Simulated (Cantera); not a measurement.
A closed system holds: 1 mol Si3N4, 19 mol NF3, held at 1000 Pa.

Equilibrium computed with Cantera from the NASA thermochemical tables; the gas is ideal and each condensed phase is pure. Candidate condensed phases: Si, Si3N4; 16 gas species. The numbers say what is thermodynamically allowed, not how fast it happens.

x: gas mole fraction; nothing condenses.

| T (°C) | x F | x F2 | x N2 | x NF3 | x SiF4 | x NF2 |
|---|---|---|---|---|---|---|
| 477 | 0.0252 | 0.472 | 0.282 | 0.130 | 0.0906 | (withheld) |
| 527 | 0.0601 | 0.523 | 0.294 | 0.0415 | 0.0820 | (withheld) |
| 577 | 0.121 | 0.500 | 0.290 | 0.0122 | 0.0772 | (withheld) |
| 627 | 0.215 | 0.432 | 0.277 | 0.00344 | 0.0726 | 5.85e-7 |
| 677 | 0.338 | 0.336 | 0.258 | 0.000914 | 0.0675 | 5.60e-7 |
| 727 | 0.470 | 0.230 | 0.238 | 0.000219 | 0.0620 | (withheld) |
| 777 | 0.585 | 0.138 | 0.220 | 4.69e-5 | 0.0574 | (withheld) |
| 827 | 0.663 | 0.0751 | 0.208 | 9.37e-6 | 0.0542 | (withheld) |
| 877 | 0.708 | 0.0390 | 0.201 | 1.87e-6 | 0.0524 | (withheld) |
| 927 | 0.731 | 0.0202 | 0.197 | 3.97e-7 | 0.0514 | (withheld) |

What belongs in the gaps?


- 477, x NF2: 2.58e-7
- 527, x NF2: 4.11e-7
- 577, x NF2: 5.28e-7
- 727, x NF2: 4.57e-7
- 777, x NF2: 3.22e-7
- 827, x NF2: 2.04e-7
- 877, x NF2: 1.23e-7
- 927, x NF2: 7.36e-8
